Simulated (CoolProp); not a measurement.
Properties of n-hexane along the isobar 9.38 bar (Tc = 507.8 K, pc = 30.44 bar, ω = 0.300).

The numbers come from the reference Helmholtz-energy equation of state, Thol 2019 in CoolProp.

```tsv
T (K)	phase	cp (kJ/(kg K))	speed of sound (m/s)	Joule-Thomson coefficient (K/MPa)	conductivity (mW/(m K))
366.2	liquid	2.591	786.6	-0.2251	102
392.2	liquid	2.737	673.8	-0.1172	96.3
418.1	liquid	2.909	557.9	0.05309	90.8
444.1	gas	2.582	169.6	16.91	28.8
470.1	gas	2.603	184.4	12.62	31.8
496.1	gas	2.655	196.3	9.922	35.0
522.1	gas	2.719	206.4	8.087	38.3
548	gas	2.790	215.4	6.766	41.7
574	gas	2.864	223.5	5.769	45.2
600	gas	2.937	231.0	4.995	48.8
```

Thermal conductivity comes from a separate model (Assael 2013).
